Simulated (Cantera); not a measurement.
A Cantera script and what it prints.

```python
import numpy as np
import cantera as ct

gas_names = """
    H HI HO2 H2 H2O H2O2 I I2 O OH O2 O3
""".split()
cond_names = """
    H2O(s) H2O(L) I2(cr) I2(L)
""".split()


# ... load() reads the species with a 1 bar reference pressure and builds the phases ...
atoms = {
    'HI': {'H': 1, 'I': 1},
    'O2': {'O': 2},
    'H2': {'H': 2},
}
top_T = {}  # K; cautious upper limits of use, not melting points


# ... equilibrate(T, P, feed) seeds the gas with the atoms and calls Mixture.equilibrate('TP', solver="vcs", rtol=1e-11, max_steps=5000) ...
results = []
feed = {'HI': 1, 'O2': 0.027, 'H2': 2.1}  # mol
T = 1175  # K
for P in [10, 52, 280, 1400, 7600, 40000, 210000, 1100000, 5700000, 30000000]:
    mix = equilibrate(T, P, feed)
    results.append((T, P, feed, dict(zip(mix.species_names, mix.species_moles))))
    x = sorted(zip(gas.X, gas.species_names), reverse=True)
    print(f"T = {T:g} K  P = {P:g} Pa  gas = {mix.phase_moles(0):.4g} mol")
    print("   x: " + "  ".join(f"{s} {v:.3e}" for v, s in x if v > 0.001))
    print("   condensed (mol): " + ("  ".join(f"{mix.phase(i).name} {mix.phase_moles(i):.4g}"
          for i in range(1, mix.n_phases) if mix.phase_moles(i) > 1e-12) or "none"))
```

Output:

```
T = 1175 K  P = 10 Pa  gas = 3.523 mol
   x: H2 7.009e-01  I 2.402e-01  HI 4.339e-02  H2O 1.533e-02
   condensed (mol): none
T = 1175 K  P = 52 Pa  gas = 3.453 mol
   x: H2 6.952e-01  I 2.047e-01  HI 8.398e-02  H2O 1.564e-02
   condensed (mol): none
T = 1175 K  P = 280 Pa  gas = 3.355 mol
   x: H2 6.871e-01  I 1.518e-01  HI 1.437e-01  H2O 1.610e-02  I2 1.324e-03
   condensed (mol): none
T = 1175 K  P = 1400 Pa  gas = 3.258 mol
   x: H2 6.792e-01  HI 2.044e-01  I 9.713e-02  H2O 1.657e-02  I2 2.710e-03
   condensed (mol): none
T = 1175 K  P = 7600 Pa  gas = 3.183 mol
   x: H2 6.731e-01  HI 2.538e-01  I 5.200e-02  H2O 1.697e-02  I2 4.216e-03
   condensed (mol): none
T = 1175 K  P = 40000 Pa  gas = 3.14 mol
   x: H2 6.696e-01  HI 2.827e-01  I 2.531e-02  H2O 1.720e-02  I2 5.259e-03
   condensed (mol): none
T = 1175 K  P = 210000 Pa  gas = 3.118 mol
   x: H2 6.678e-01  HI 2.974e-01  H2O 1.732e-02  I 1.164e-02  I2 5.836e-03
   condensed (mol): none
T = 1175 K  P = 1.1e+06 Pa  gas = 3.108 mol
   x: H2 6.670e-01  HI 3.043e-01  H2O 1.737e-02  I2 6.118e-03  I 5.207e-03
   condensed (mol): none
T = 1175 K  P = 5.7e+06 Pa  gas = 3.104 mol
   x: H2 6.666e-01  HI 3.074e-01  H2O 1.740e-02  I2 6.247e-03  I 2.311e-03
   condensed (mol): none
T = 1175 K  P = 3e+07 Pa  gas = 3.102 mol
   x: H2 6.665e-01  HI 3.088e-01  H2O 1.741e-02  I2 6.305e-03  I 1.012e-03
   condensed (mol): none
```

Cantera equilibrium calculation (NASA polynomials, part measured and part estimated; ideal gas, pure solids and liquids). The ideal-gas law is rough above about 30 bar.
